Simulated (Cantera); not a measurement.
## Carbon deposition, reforming and gasification: CO + O2 + H2

A closed system holds: 1 mol CO, 0.018 mol O2, 13 mol H2, at 750 Torr.

These are equilibrium values from Cantera (NASA tables, ideal gas, pure condensed phases), not measurements of a reactor. Candidate condensed phases: C, C6H6, C7H8, C8H18, H2O; 131 gas species. Ions and electrons are included (thermal ionisation). Equilibrium is a limit: real reactors are often held back by kinetics, nucleation or transport.

```
T (K)  log p H  log p H2  log p CO  log p O
-----  -------  --------  --------  -------
3000     -0.85     -0.10     -1.18    -4.85
3500     -0.37     -0.29     -1.25    -3.63
4000     -0.13     -0.67     -1.35    -3.04
4500     -0.05     -1.18     -1.41    -2.86
5000     -0.03     -1.67     -1.44    -2.57
```
log p: log10 of the partial pressure in bar; nothing condenses.

From 3000 K to 5000 K nothing is condensed. The main C-bearing gas is CO throughout.
